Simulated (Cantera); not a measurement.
A freely propagating, adiabatic, planar premixed flame of 2.30 % CH₄, 1.89 % C₂H₆, 1.22 % C₃H₈, 19.9 % O₂, 74.7 % N₂, equivalence ratio 0.87, unburnt at 400 K and 72000 Pa; mixture-averaged transport, grid criteria slope 0.08 and curve 0.16, no radiation.

Model: GRI-Mech 3.0 (53 species, 325 reactions), integrated in Cantera. GRI-Mech 3.0 was tuned for natural gas; its chemistry of propane as a main component is partial and can be far from experiment. Burning velocities carry a grid error of a few per cent, more on coarse grids.

Question: Predict: laminar burning velocity; thermal thickness; peak x(C₂H₂); peak x(C₂H).

Answer: 
```
Quantity                      Value
------------------------  ---------
laminar burning velocity  66.0 cm/s
thermal thickness          0.484 mm
peak x(C₂H₂)               0.000426
peak x(C₂H)                 5.25e-7
```
